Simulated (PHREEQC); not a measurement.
Silver or lead bath: speciation

Make-up at 20 °C: 0.00049 mol/kgw Ag2SO4 and 1.7 mol/kgw NaCl. Closed to the air; pH follows from the charge balance.

Model: ion-association model, wateq4f.dat, run in PHREEQC.

The pH is 7.03, the ionic strength comes out as 1.70 mol/kgw and the activity of water is 0.942.

| species | molality | activity | log γ |
|---|---|---|---|
| Na+ | 1.70 | 1.30 | -0.116 |
| Cl- | 1.70 | 0.979 | -0.239 |
| AgCl4-3 | 0.000530 | 0.000296 | -0.253 |
| NaSO4- | 0.000271 | 0.000171 | -0.199 |
| AgCl3-2 | 0.000236 | 0.000182 | -0.112 |
| SO4-2 | 0.000219 | 2.71e-5 | -0.909 |
| AgCl2- | 0.000212 | 0.000199 | -0.028 |
| AgCl | 1.33e-6 | 1.96e-6 | 0.170 |
| OH- | 1.27e-7 | 6.91e-8 | -0.264 |
| H+ | 1.27e-7 | 9.26e-8 | -0.136 |
| Ag+ | 1.06e-9 | 9.96e-10 | -0.028 |

No solid was allowed to form. The solution is supersaturated, for example in Cerargyrite, so a real one may precipitate; this is no full list. Caution: at this ionic strength the ion-association model is outside its range; a Pitzer model would be the better tool where its parameters exist. Species that the database lacks are ignored.
